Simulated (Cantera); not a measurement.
Input: 1 mol Si, 0.78 mol HCl, 0.24 mol H2, at 850 °C and 1100000 Pa.

These are equilibrium values from Cantera (NASA tables, ideal gas, pure condensed phases), not measurements of a reactor. Candidate condensed phases: Si; 19 gas species. The tables' values for SiCl3 are old estimates; treat these amounts as uncertain. Kinetics and transport are ignored.

Base state: H2 0.710, SiCl4 0.146, SiHCl3 0.114, HCl 0.0155, SiH2Cl2 0.0110, SiCl3 0.00290, SiCl2 0.000719, SiH3Cl 0.000281 (mole fractions); condensed: Si(s).

Question: What changes in the equilibrium state with this change: H2 from 0.24 to 17 mol?

Answer: 
| species | before | after |
|---|---|---|
| H2 | 0.710 | 0.981 |
| SiHCl3 | 0.114 | 0.00703 |
| HCl | 0.0155 | 0.00683 |
| SiCl4 | 0.146 | 0.00285 |
| SiH2Cl2 | 0.0110 | 0.00212 |
| SiCl3 | 0.00290 | 0.000152 |
| SiCl2 | 0.000719 | 0.000101 |
| SiH3Cl | 0.000281 | 0.000171 |
| Si(s), mol | 0.780 | 0.782 |

Question: What changes in the equilibrium state with this change: Si replaced by SiCl4?

Answer: 
```csv
species,before,after
SiCl4,0.146,0.492
HCl,0.0155,0.389
H2,0.710,0.116
SiH2Cl2,0.0110,1.59e-6
SiHCl3,0.114,0.00253
SiH3Cl,0.000281,<1e-9
SiCl2,0.000719,6.35e-7
"Si(s), mol",0.780,0
```
